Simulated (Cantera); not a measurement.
Mixture: CO : H₂ : CH₄ : O₂ : N₂ = 1 : 0.23 : 0.03 : 1.09 : 4.09 (molar parts), equivalence ratio 0.62, at 4.60 bar, adiabatic and at constant volume. Ignition delay is the time to a rise of 400 K.

Computed with Cantera and GRI-Mech 3.0 (53 species, 325 reactions). Below about 1000 K GRI-Mech 3.0 lacks low-temperature oxidation paths. Below about 950 K walls govern HO2 and H2O2 in real vessels.

Problem. What does this change do: N2 4.09 to 6.5 parts?

Solution. 
```json
[
 {"quantity": "delay at 900 K", "before": "79.4 ms", "after": "0.118 s"},
 {"quantity": "delay at 1000 K", "before": "3.98 ms", "after": "5.92 ms"},
 {"quantity": "delay at 1100 K", "before": "0.238 ms", "after": "0.350 ms"},
 {"quantity": "delay at 1200 K", "before": "40.1 µs", "after": "58.6 µs"},
 {"quantity": "apparent activation energy between 1150 and 1250 K", "before": "140 kJ/mol", "after": "140 kJ/mol"}
]
```

Problem. What does this change do: O2 1.09 to 0.52 parts?

Solution. 
```
quantity                                                before       after
--------------------------------------------------  ----------  ----------
delay at 900 K                                         79.4 ms     76.6 ms
delay at 1000 K                                        3.98 ms     4.04 ms
delay at 1100 K                                       0.238 ms    0.294 ms
delay at 1200 K                                        40.1 µs     57.9 µs
apparent activation energy between 1150 and 1250 K  140 kJ/mol  140 kJ/mol
```
